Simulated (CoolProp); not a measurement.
Computed with CoolProp (reference Helmholtz-energy equation of state, Lemmon 2005). It is a short technical equation, of lower accuracy than the large ones.

Problem. Give the vapour pressure (bar), liquid density (kg/m³), vapour Z of saturated cis-2-butene at 299.2, 330.1, 336.3 K.

Solution. 
```
T (K)  p (bar)  liquid density (kg/m³)  vapour Z
-----  -------  ----------------------  --------
299.2     2.21                     614     0.931
330.1     5.36                     575     0.875
336.3     6.26                     567     0.861
```
